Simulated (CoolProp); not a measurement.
R1233zd(E) along the isotherm 450 K: Z from the reference equation and from simpler models built on Tc = 438.9 K, pc = 3.583 MPa, ω = 0.304; each cubic takes its own stable root.

Values from CoolProp's reference Helmholtz-energy equation of state, Akasaka 2022.

| p (MPa) | phase | reference | van der Waals | Peng-Robinson |
|---|---|---|---|---|
| 0.0283 | gas | 0.9974 | 0.9978 | 0.9972 |
| 0.0645 | gas | 0.9941 | 0.9950 | 0.9937 |
| 0.147 | gas | 0.9865 | 0.9884 | 0.9855 |
| 0.334 | gas | 0.9690 | 0.9734 | 0.9669 |
| 0.76 | gas | 0.9277 | 0.9376 | 0.9231 |
| 1.73 | gas | 0.8241 | (withheld) | 0.8151 |
| 3.94 | supercritical | (withheld) | 0.4071 | (withheld) |
| 8.96 | supercritical | 0.3681 | 0.5120 | 0.3848 |

Q: Some entries are withheld; supply them.

A: 
- 1.73, van der Waals: 0.8457
- 3.94, reference: 0.4427
- 3.94, Peng-Robinson: 0.4455
